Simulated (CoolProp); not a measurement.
The numbers come from the reference Helmholtz-energy equation of state, Lemmon 2006 in CoolProp. It is a short technical equation, of lower accuracy than the large ones.

Question: Give the vapour pressure (kPa), liquid density (kg/m³), enthalpy of vaporisation (kJ/kg) of saturated R141b at 402.3 K.

Answer: 
```json
[
 {"T (K)": "402.3", "p (kPa)": "1230", "liquid density (kg/m³)": "995", "enthalpy of vaporisation (kJ/kg)": "163"}
]
```
